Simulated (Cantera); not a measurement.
Hydrocarbon pyrolysis for carbon deposition

An isothermal, constant-pressure homogeneous reactor starts with 21.7 % C2H6, 78.3 % H2, at 1073 K and 143 Torr.

Detailed kinetics in Cantera: GRI-Mech 3.0 (53 species, 325 reactions). GRI-Mech 3.0 stops at C3 and has no aromatics, soot or wall deposition, so with more carbon than oxygen in the feed, carbon stays in small species such as C2H2 where larger ones or solid carbon would form.

```csv
t (s),x C2H6,x H2,x C2H,x H,x C2H4,x CH4,x CH3
5.00e-6,0.217,0.783,<1e-12,7.36e-10,2.92e-11,2.34e-9,2.62e-8
1.99e-5,0.217,0.783,<1e-12,3.29e-9,2.27e-9,3.16e-8,8.22e-8
7.93e-5,0.217,0.783,<1e-12,1.17e-8,1.06e-7,2.99e-7,1.54e-7
0.000316,0.217,0.783,<1e-12,4.17e-8,2.76e-6,1.64e-6,1.66e-7
0.00126,0.217,0.783,<1e-12,1.60e-7,5.01e-5,7.48e-6,1.98e-7
0.00501,0.216,0.783,<1e-12,5.87e-7,0.000787,5.70e-5,6.31e-7
0.0200,0.207,0.784,<1e-12,1.16e-6,0.00817,0.000830,1.93e-6
0.0795,0.169,0.789,<1e-12,1.19e-6,0.0379,0.00450,1.81e-6
0.317,0.0843,0.798,<1e-12,1.15e-6,0.103,0.0142,1.31e-6
1.26,0.0233,0.801,<1e-12,8.79e-7,0.145,0.0277,8.09e-7
5.02,0.0166,0.790,<1e-12,7.31e-7,0.137,0.0503,9.95e-7
20.0,0.0134,0.758,<1e-12,5.64e-7,0.115,0.105,1.50e-6
```
x: mole fraction; the columns are a selection and need not sum to one.

Equilibrium at this temperature and pressure: C2H6 0.000105, H2 0.567, C2H <1e-12, H 2.44e-8, C2H4 0.00118, CH4 0.431, CH3 3.34e-7 (gas phase only).
